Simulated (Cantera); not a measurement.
**Equilibrium for chemical vapour transport: MgO + HCl + O₂ + H₂O**

A closed system holds: 1 mol MgO, 0.76 mol HCl, 0.074 mol O₂, 0.08 mol H₂O, at 40.5 Torr.

Equilibrium computed with Cantera from the NASA thermochemical tables; the gas is ideal and each condensed phase is pure. Candidate condensed phases: H₂O, Mg, MgCl₂, MgO, Mg(OH)₂; 22 gas species. Kinetics and transport are ignored.

From 902 °C to 1202 °C the condensed part is MgO(s). The main Mg-bearing gas is MgCl₂ throughout.

```json
[
 {"T (°C)": "902", "x HCl": "0.773", "x H₂O": "0.125", "x O₂": "0.0649", "x Cl₂": "0.0332", "x MgCl₂": "0.00118", "x Cl": "0.00284", "n MgO(s)": "0.999"},
 {"T (°C)": "927", "x HCl": "0.776", "x H₂O": "0.122", "x O₂": "0.0661", "x Cl₂": "0.0303", "x MgCl₂": "0.00164", "x Cl": "0.00354", "n MgO(s)": "0.999"},
 {"T (°C)": "952", "x HCl": "0.778", "x H₂O": "0.121", "x O₂": "0.0671", "x Cl₂": "0.0276", "x MgCl₂": "0.00224", "x Cl": "0.00436", "n MgO(s)": "0.998"},
 {"T (°C)": "977", "x HCl": "0.779", "x H₂O": "0.119", "x O₂": "0.0680", "x Cl₂": "0.0251", "x MgCl₂": "0.00301", "x Cl": "0.00532", "n MgO(s)": "0.997"},
 {"T (°C)": "1002", "x HCl": "0.780", "x H₂O": "0.118", "x O₂": "0.0688", "x Cl₂": "0.0228", "x MgCl₂": "0.00396", "x Cl": "0.00641", "n MgO(s)": "0.996"},
 {"T (°C)": "1027", "x HCl": "0.779", "x H₂O": "0.118", "x O₂": "0.0694", "x Cl₂": "0.0206", "x MgCl₂": "0.00514", "x Cl": "0.00766", "n MgO(s)": "0.995"},
 {"T (°C)": "1052", "x HCl": "0.778", "x H₂O": "0.118", "x O₂": "0.0700", "x Cl₂": "0.0186", "x MgCl₂": "0.00656", "x Cl": "0.00905", "n MgO(s)": "0.994"},
 {"T (°C)": "1077", "x HCl": "0.776", "x H₂O": "0.118", "x O₂": "0.0704", "x Cl₂": "0.0167", "x MgCl₂": "0.00823", "x Cl": "0.0106", "n MgO(s)": "0.993"},
 {"T (°C)": "1102", "x HCl": "0.773", "x H₂O": "0.119", "x O₂": "0.0707", "x Cl₂": "0.0149", "x MgCl₂": "0.0102", "x Cl": "0.0123", "n MgO(s)": "0.991"},
 {"T (°C)": "1127", "x HCl": "0.769", "x H₂O": "0.121", "x O₂": "0.0710", "x Cl₂": "0.0133", "x MgCl₂": "0.0124", "x Cl": "0.0141", "n MgO(s)": "0.989"},
 {"T (°C)": "1152", "x HCl": "0.764", "x H₂O": "0.122", "x O₂": "0.0711", "x Cl₂": "0.0118", "x MgCl₂": "0.0149", "x Cl": "0.0161", "n MgO(s)": "0.986"},
 {"T (°C)": "1177", "x HCl": "0.758", "x H₂O": "0.125", "x O₂": "0.0712", "x Cl₂": "0.0105", "x MgCl₂": "0.0176", "x Cl": "0.0182", "n MgO(s)": "0.984"},
 {"T (°C)": "1202", "x HCl": "0.751", "x H₂O": "0.128", "x O₂": "0.0711", "x Cl₂": "0.00927", "x MgCl₂": "0.0206", "x Cl": "0.0204", "n MgO(s)": "0.981"}
]
```
x: gas mole fraction; n: condensed amount in mol.
